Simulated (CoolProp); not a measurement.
Saturation properties of carbon dioxide.

Values from CoolProp's reference Helmholtz-energy equation of state, Span 1996.

```csv
T (K),p (MPa),enthalpy of vaporisation (kJ/kg),vapour Z,liquid conductivity (mW/(m K))
226.9,0.7924,333.4,0.8923,164
230.5,0.9100,327.1,0.8815,160
234.1,1.040,320.7,0.8699,156
237.6,1.179,314.2,0.8581,151
241.2,1.336,307.3,0.8451,147
244.8,1.509,300.2,0.8314,143
248.4,1.696,292.7,0.8170,138
251.9,1.895,285.2,0.8021,134
255.5,2.116,277.1,0.7859,130
259.1,2.356,268.7,0.7689,126
262.7,2.615,259.8,0.7508,122
266.3,2.894,250.4,0.7316,117
269.8,3.186,240.7,0.7118,113
273.4,3.508,230.1,0.6901,109
277,3.854,218.8,0.6668,105
```

Thermal conductivity comes from a separate model (Huber 2016).
